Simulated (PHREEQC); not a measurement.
Consider water at 25 °C with 0.017 mol MgCl2, 0.0016 mol Na2SO4 and 0.00044 mol H4SiO4 per kg of water. Closed to the air; pH follows from the charge balance.

Equilibrium calculation in PHREEQC: ion-association model, wateq4f.dat.

```tsv
quantity	before	after
pH	6.49	6.97
Mg+2 (mol/kgw)	0.0163	0.000170
SO4-2 (mol/kgw)	0.000877	1.55e-5
MgSO4 (mol/kgw)	0.000717	4.98e-7
NaSO4- (mol/kgw)	6.33e-6	2.23e-9
H3SiO4- (mol/kgw)	2.51e-7	6.29e-9
SI of Chalcedony (SiO2)	+0.20	-1.81
```

**Question.** What was changed between the two runs?
A) diluted 100-fold with water
B) 0.00047 mol/kgw KCl added
C) diluted 2-fold with water
D) MgCl2 from 0.017 to 0.0255 mol/kgw

**Answer.** A, diluted 100-fold with water

This is a speciation only: nothing precipitates in the calculation. Some of these states are supersaturated (in Quartz (slow to form), Chalcedony (slow to form), for instance).
